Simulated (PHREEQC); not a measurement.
**Sulfide liquor (model solution)**

Solution (5 °C): 0.0018 mol NH4HS and 3.2e-05 mol NaCl per kg of water. Closed to the air; pH follows from the charge balance.

Equilibrium calculation in PHREEQC: ion-association model, phreeqc.dat.

* **pH**: 8.58
* **ionic strength**: 0.00175 mol/kgw
* **specific conductance**: 138 µS/cm
* **total alkalinity**: 1.80 meq/kg

| species | molality | activity | log γ |
|---|---|---|---|
| NH4+ | 0.00172 | 0.00164 | -0.020 |
| HS- | 0.00172 | 0.00164 | -0.020 |
| H2S | 7.83e-5 | 7.84e-5 | 0.000 |
| NH3 | 7.76e-5 | 7.76e-5 | 0.000 |
| Cl- | 3.20e-5 | 3.06e-5 | -0.020 |
| Na+ | 3.20e-5 | 3.06e-5 | -0.019 |
| OH- | 7.37e-7 | 7.04e-7 | -0.020 |
| S-2 | 2.07e-8 | 1.73e-8 | -0.078 |
| H+ | 2.76e-9 | 2.65e-9 | -0.018 |

This is a speciation only: nothing precipitates in the calculation. Complexes and solids missing from the database can't appear. Away from 25 °C the constants follow the database's enthalpies or fits; those with neither stay at their 25 °C values.
